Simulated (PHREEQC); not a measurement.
A solution holds 0.064 mol Na2HAsO4, 0.051 mol H3PO4, 0.0001 mol ZnSO4 and 0.035 mol NaCl per kg of water, at 25 °C. Closed to the air; pH follows from the charge balance.

All values are PHREEQC results (ion-association model, wateq4f.dat), not measurements.

**Question.** The ionic strength comes out as 0.175 mol/kgw. What activity coefficients do SO4-2, HAsO4-2, HPO4-2, H+, H2PO4- get?

**Answer.** SO4-2 0.31, HAsO4-2 0.32, HPO4-2 0.31, H+ 0.80, H2PO4- 0.75.

No solid was allowed to form. The solution is supersaturated, for example in Zn3(PO4)2:4w, so a real one may precipitate; this is no full list. H3PO4, which wateq4f.dat lacks, is added to it with the constant of phreeqc.dat. The database has no phosphate complexes of Zn. The database has no arsenate complexes of Zn.
